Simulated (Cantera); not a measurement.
Charge: 1 mol V2O5, 0.75 mol H2, 13 mol N2, held at 100 Torr.

Cantera equilibrium calculation (NASA polynomials, part measured and part estimated; ideal gas, pure solids and liquids). Candidate condensed phases: H2O, V, VN, VO, V2O3, V2O4, V2O5; 28 gas species. Condensed phases not in the tables: the oxides between V2O3 and V2O5 other than VO2. Equilibrium is a limit: real reactors are often held back by kinetics, nucleation or transport. All values below are at 1975 K.

Base state: N2 0.933, H2O 0.0530, O2 0.00812, VO2 0.00260, NO 0.00153, OH 0.000966, H2 0.000384, O 0.000136 (mole fractions); condensed: V2O4(l).

Question: What changes in the equilibrium state with this change: H2 from 0.75 to 0.6 mol?

Answer: 
```csv
species,before,after
N2,0.933,0.938
H2O,0.0530,0.0426
O2,0.00812,0.0133
VO2,0.00260,0.00260
H2,0.000384,0.000241
NO,0.00153,0.00196
O,0.000136,0.000174
H,7.34e-5,5.82e-5
"V2O4(l), mol",0.982,0.982
```
